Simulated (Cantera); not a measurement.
Predominance diagram of Cu at 1625 K against the partial pressures of O2 and F2 (log10, bar). Source: NASA polynomial tables (part measured, part estimated), evaluated in Cantera. Candidates: Cu(l), CuF2(l), Cu2O(l). Only these pure phases compete in this equilibrium. 

Problem. Which phase is stable at these pairs, and which metal-bearing vapour leads over it? (-1.6, -5.4); (-4.2, -7.2); (-9.5, -9.1); (-1.6, -8.2); (-4.8, -7.2); (-10, -10); (-7.4, -5.4)

Solution. 
```
log p(O2)  log p(F2)    phase  chief vapour  log p (bar)
---------  ---------  -------  ------------  -----------
-1.6            -5.4  CuF2(l)          CuF2         -0.9
-4.2            -7.2  CuF2(l)          CuF2         -0.9
-9.5            -9.1  CuF2(l)          CuF2         -0.9
-1.6            -8.2  CuF2(l)          CuF2         -0.9
-4.8            -7.2  CuF2(l)          CuF2         -0.9
-10              -10  CuF2(l)          CuF2         -0.9
-7.4            -5.4  CuF2(l)          CuF2         -0.9
```
